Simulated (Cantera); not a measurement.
An isothermal, constant-pressure homogeneous reactor starts with 3.34 % CH4, 92.9 % H2, 3.81 % H, at 1425 K and 0.0132 atm.

Cantera simulation using GRI-Mech 3.0 (53 species, 325 reactions); the numbers are that mechanism's predictions, not measurements. GRI-Mech 3.0 stops at C3 and has no aromatics, soot or wall deposition, so with more carbon than oxygen in the feed, carbon stays in small species such as C2H2 where larger ones or solid carbon would form. Radical loss at walls, strong at low pressure, is not modelled.

x: mole fraction; the columns are a selection and need not sum to one.

```json
[
 {"t (s)": "6.00e-6", "x CH4": "0.0320", "x H2": "0.930", "x H": "0.0366", "x C2H": "<1e-12", "x C2H4": "9.36e-8"},
 {"t (s)": "2.07e-5", "x CH4": "0.0291", "x H2": "0.933", "x H": "0.0337", "x C2H": "8.53e-11", "x C2H4": "2.54e-6"},
 {"t (s)": "7.13e-5", "x CH4": "0.0243", "x H2": "0.939", "x H": "0.0282", "x C2H": "?", "x C2H4": "3.83e-5"},
 {"t (s)": "0.000246", "x CH4": "0.0221", "x H2": "0.945", "x H": "0.0224", "x C2H": "?", "x C2H4": "0.000208"},
 {"t (s)": "0.000846", "x CH4": "0.0234", "x H2": "0.953", "x H": "0.0148", "x C2H": "?", "x C2H4": "0.000398"},
 {"t (s)": "0.00292", "x CH4": "0.0255", "x H2": "0.962", "x H": "0.00659", "x C2H": "?", "x C2H4": "0.000393"},
 {"t (s)": "0.0101", "x CH4": "0.0267", "x H2": "0.967", "x H": "0.00228", "x C2H": "?", "x C2H4": "0.000303"},
 {"t (s)": "0.0346", "x CH4": "0.0269", "x H2": "0.969", "x H": "0.000728", "x C2H": "?", "x C2H4": "0.000217"},
 {"t (s)": "0.119", "x CH4": "0.0268", "x H2": "0.969", "x H": "0.000234", "x C2H": "9.26e-10", "x C2H4": "0.000135"},
 {"t (s)": "0.411", "x CH4": "0.0267", "x H2": "0.970", "x H": "8.35e-5", "x C2H": "3.47e-10", "x C2H4": "7.20e-5"},
 {"t (s)": "1.42", "x CH4": "0.0266", "x H2": "0.970", "x H": "4.93e-5", "x C2H": "2.10e-10", "x C2H4": "4.42e-5"},
 {"t (s)": "4.89", "x CH4": "0.0263", "x H2": "0.970", "x H": "4.79e-5", "x C2H": "2.11e-10", "x C2H4": "4.26e-5"},
 {"t (s)": "16.8", "x CH4": "0.0254", "x H2": "0.970", "x H": "4.82e-5", "x C2H": "2.37e-10", "x C2H4": "4.53e-5"},
 {"t (s)": "58.0", "x CH4": "0.0227", "x H2": "0.972", "x H": "4.91e-5", "x C2H": "3.18e-10", "x C2H4": "5.37e-5"},
 {"t (s)": "200", "x CH4": "0.0163", "x H2": "0.975", "x H": "5.17e-5", "x C2H": "5.22e-10", "x C2H4": "7.42e-5"}
]
```

Task: What belongs in the gaps?

Result: 
- 7.13e-5, x C2H: 1.74e-9
- 0.000246, x C2H: 7.13e-9
- 0.000846, x C2H: 1.63e-8
- 0.00292, x C2H: 1.48e-8
- 0.0101, x C2H: 7.03e-9
- 0.0346, x C2H: 2.64e-9
